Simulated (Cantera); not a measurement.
Feed: 1 mol Nb₂O₅, a varied amount of H₂, equilibrated at 2000 K and 101000 Pa.

Cantera equilibrium calculation (NASA polynomials, part measured and part estimated; ideal gas, pure solids and liquids). Candidate condensed phases: H₂O, Nb, NbO, NbO₂, Nb₂O₅; 12 gas species. NbO: taken at fixed stoichiometry. The numbers say what is thermodynamically allowed, not how fast it happens.

**Question.** At 330 mol H₂, list the 3 most abundant gas species with their mole fractions, and the condensed phases.

**Answer.** H₂ 0.989, H₂O 0.00908, H 0.00161. Condensed: NbO(s).
